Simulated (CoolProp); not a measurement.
Vapour-liquid equilibrium of ethane (1) + propylene (2) at 175.5 K; x and y are mole fractions of (1).

Computed with CoolProp (multi-fluid Helmholtz-energy mixture model, Bücker 2006 and Lemmon 2013; pair parameters Bell 2016).

```tsv
x	bubble pressure, mixture model (bar)	bubble pressure, Raoult's law (bar)	y, mixture model	y, Raoult's law
0.05	0.08169	0.07642	0.432	0.395
0.15	0.1438	0.1319	0.709	0.687
0.25	0.2019	0.1875	0.815	0.805
0.35	0.2572	0.2430	0.872	0.870
0.45	0.3108	0.2985	0.909	0.910
0.55	0.3634	0.3541	0.935	0.938
0.65	0.4158	0.4096	0.954	0.958
0.75	0.4684	0.4651	0.970	0.974
0.85	0.5218	0.5206	0.984	0.986
0.95	0.5762	0.5762	0.995	0.996
```

The largest gap from Raoult's law is +9.0 % in bubble pressure, at x = 0.15. No azeotrope shows between x = 0.05 and 0.95.

The pair parameters rest on a limited set of measurements; away from them the model extrapolates.
